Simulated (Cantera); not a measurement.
Fluorocarbon and chlorocarbon gases: CH3F + CH4 + H2

Charge: 1 mol CH3F, 0.38 mol CH4, 3 mol H2, equilibrated at 2327 °C.

Method: chemical equilibrium by Gibbs-energy minimisation in Cantera with the NASA 1993 tables (ideal gas, pure condensed phases). Candidate condensed phases: C, C6H6, C7H8, C8H18; 95 gas species. The numbers say what is thermodynamically allowed, not how fast it happens.

| P (Pa) | x H | x H2 | x HF | x C3 | x C | x F | x C2H2 (acetylene) | n C(graphite) |
|---|---|---|---|---|---|---|---|---|
| 1 | 0.846 | 0.00486 | 0.0589 | 0.0260 | 0.0306 | 0.0275 | 1.89e-5 | 0 |
| 4.20 | 0.837 | 0.0200 | 0.0817 | 0.0341 | 0.0128 | 0.00919 | 0.000242 | 0 |
| 18 | 0.801 | 0.0785 | 0.0980 | 0.0123 | 0.00347 | 0.00269 | 0.00127 | 0.903 |
| 75 | 0.656 | 0.219 | 0.115 | 0.00295 | 0.000832 | 0.000922 | 0.00356 | 1.21 |
| 320 | 0.439 | 0.418 | 0.135 | 0.000692 | 0.000195 | 0.000380 | 0.00677 | 1.25 |
| 1300 | 0.257 | 0.582 | 0.151 | 0.000170 | 4.80e-5 | 0.000179 | 0.00944 | 1.24 |
| 5600 | 0.135 | 0.692 | 0.162 | 3.95e-5 | 1.11e-5 | 8.47e-5 | 0.0112 | 1.24 |
| 24000 | 0.0679 | 0.752 | 0.168 | 9.23e-6 | 2.60e-6 | 4.07e-5 | 0.0122 | 1.23 |
| 100000 | 0.0340 | 0.782 | 0.171 | 2.21e-6 | 6.24e-7 | 1.99e-5 | 0.0127 | 1.23 |
x: gas mole fraction; n: condensed amount in mol.

From 1.00 Pa to 4.20 Pa nothing is condensed. From 18.0 Pa to 1.00 bar the condensed part is C(graphite). The main C-bearing gas is C3 at 1.00 Pa and C2H2 (acetylene) at 1.00 bar.
